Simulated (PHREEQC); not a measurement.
**Phosphoric acid bath: an equilibrium model**

A solution holds 1.3 mmol/kgw NaH2PO4 and 0.93 mmol/kgw H3AsO4, at 25 °C. Closed to the air; pH follows from the charge balance.

Equilibrium calculation in PHREEQC: ion-association model, wateq4f.dat.

Each row changes one thing in this solution. No solid was allowed to form.

```
case                                       pH  ionic strength (mol/kgw)  H2PO4- (mol/kgw)  H2AsO4- (mol/kgw)  H3PO4 (mol/kgw)  H3AsO4 (mol/kgw)
---------------------------------------  ----  ------------------------  ----------------  -----------------  ---------------  ----------------
as made                                  3.17                   0.00201           0.00119           0.000824         0.000113          0.000106
temperature from 25 to 30 °C             3.17                   0.00200           0.00118           0.000821         0.000118          0.000109
H3AsO4 from 0.00093 to 0.00139 mol/kgw   3.01                   0.00232           0.00114            0.00117         0.000155          0.000216
H3AsO4 from 0.00093 to 0.000837 mol/kgw  3.21                         …           0.00120           0.000749         0.000103           8.78e-5
NaH2PO4 from 0.0013 to 0.0026 mol/kgw    3.22                   0.00324           0.00240           0.000836         0.000200           9.41e-5
temperature from 25 to 80 °C             3.23                   0.00193           0.00114           0.000791                …          0.000139
0.0016 mol/kgw K3PO4 added               7.23                   0.00834           0.00120           0.000361          9.39e-9                 …
temperature from 25 to 10 °C             3.15                   0.00204           0.00120           0.000834          9.82e-5           9.58e-5
```

Task: Some entries are withheld; supply them.

Result: 
- H3AsO4 from 0.00093 to 0.000837 mol/kgw, ionic strength (mol/kgw): 0.00195
- temperature from 25 to 80 °C, H3PO4 (mol/kgw): 0.000164
- 0.0016 mol/kgw K3PO4 added, H3AsO4 (mol/kgw): 3.82e-9

Complexes and solids missing from the database can't appear. H3PO4, which wateq4f.dat lacks, is added to it with the constant of phreeqc.dat. Constants without temperature data keep their 25 °C values here.
